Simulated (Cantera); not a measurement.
Charge: 1 mol Si3N4, 23 mol H2O, 1.9 mol H2, at 0.0110 bar.

Method: chemical equilibrium by Gibbs-energy minimisation in Cantera with the NASA 1993 tables (ideal gas, pure condensed phases). Candidate condensed phases: H2O, Si, SiO2, Si2N2O, Si3N4; 35 gas species. The tables hold silica as quartz up to 1696 K and as liquid above; real silica turns to tridymite and cristobalite and melts near 1996 K. The numbers say what is thermodynamically allowed, not how fast it happens.

Problem. Which condensed phases are stable at each of these points (T (°C)): 902, 1002, 1102, 1202, 1302, 1402, 1502, 1602, 1702, 1802?

Solution. 
```json
[
 {"T (°C)": "902", "condensed phases": "SiO2(β-quartz)", "Si condensed (%)": "100.0"},
 {"T (°C)": "1002", "condensed phases": "SiO2(β-quartz)", "Si condensed (%)": "100.0"},
 {"T (°C)": "1102", "condensed phases": "SiO2(β-quartz)", "Si condensed (%)": "100.0"},
 {"T (°C)": "1202", "condensed phases": "SiO2(β-quartz)", "Si condensed (%)": "100.0"},
 {"T (°C)": "1302", "condensed phases": "SiO2(β-quartz)", "Si condensed (%)": "100.0"},
 {"T (°C)": "1402", "condensed phases": "SiO2(β-quartz)", "Si condensed (%)": "100.0"},
 {"T (°C)": "1502", "condensed phases": "SiO2(condensed)", "Si condensed (%)": "99.9"},
 {"T (°C)": "1602", "condensed phases": "SiO2(condensed)", "Si condensed (%)": "99.7"},
 {"T (°C)": "1702", "condensed phases": "SiO2(condensed)", "Si condensed (%)": "98.2"},
 {"T (°C)": "1802", "condensed phases": "SiO2(l)", "Si condensed (%)": "91.8"}
]
```

From 902 °C to 1402 °C the condensed part is SiO2(β-quartz). From 1502 °C to 1702 °C the condensed part is SiO2(condensed). At 1802 °C the condensed part is SiO2(l).
